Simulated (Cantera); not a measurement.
## Thermodynamics of silicon epitaxy and polysilicon growth, feed SiH4 + Cl2 + N2 + HCl

Charge: 1 mol SiH4, 0.029 mol Cl2, 50 mol N2, 0.042 mol HCl, equilibrated at 1425 °C.

Method: chemical equilibrium by Gibbs-energy minimisation in Cantera with the NASA 1993 tables (ideal gas, pure condensed phases). Candidate condensed phases: NH4Cl, Si, Si3N4; 28 gas species. The tables' values for SiCl, SiN are old estimates; treat these amounts as uncertain. Kinetics and transport are ignored.

```json
[
 {"P (Pa)": "100", "x N2": "0.959", "x H2": "0.0376", "x HCl": "0.00146", "x H": "0.000887", "x Si": "0.000657", "n Si(l)": "0.950", "n Si3N4(s)": "0"},
 {"P (Pa)": "260", "x N2": "0.959", "x H2": "0.0382", "x HCl": "0.00158", "x H": "0.000554", "x Si": "0.000180", "n Si(l)": "0", "n Si3N4(s)": "0.327"},
 {"P (Pa)": "670", "x N2": "0.960", "x H2": "0.0383", "x HCl": "0.00172", "x H": "0.000346", "x Si": "3.72e-5", "n Si(l)": "0", "n Si3N4(s)": "0.331"},
 {"P (Pa)": "1700", "x N2": "0.960", "x H2": "0.0383", "x HCl": "0.00181", "x H": "0.000217", "x Si": "7.88e-6", "n Si(l)": "0", "n Si3N4(s)": "0.332"},
 {"P (Pa)": "4500", "x N2": "0.960", "x H2": "0.0383", "x HCl": "0.00187", "x H": "0.000133", "x Si": "1.56e-6", "n Si(l)": "0", "n Si3N4(s)": "0.333"},
 {"P (Pa)": "12000", "x N2": "0.960", "x H2": "0.0383", "x HCl": "0.00190", "x H": "8.17e-5", "x Si": "3.03e-7", "n Si(l)": "0", "n Si3N4(s)": "0.333"},
 {"P (Pa)": "30000", "x N2": "0.960", "x H2": "0.0383", "x HCl": "0.00192", "x H": "5.17e-5", "x Si": "6.59e-8", "n Si(l)": "0", "n Si3N4(s)": "0.333"},
 {"P (Pa)": "77000", "x N2": "0.960", "x H2": "0.0383", "x HCl": "0.00193", "x H": "3.23e-5", "x Si": "1.37e-8", "n Si(l)": "0", "n Si3N4(s)": "0.333"},
 {"P (Pa)": "200000", "x N2": "0.960", "x H2": "0.0383", "x HCl": "0.00194", "x H": "2.00e-5", "x Si": "2.79e-9", "n Si(l)": "0", "n Si3N4(s)": "0.333"}
]
```
x: gas mole fraction; n: condensed amount in mol.

At 1.00 mbar the condensed part is Si(l). From 2.60 mbar to 2.00 bar the condensed part is Si3N4(s). The main Si-bearing gas is Si at 1.00 mbar and SiCl2 at 2.00 bar.
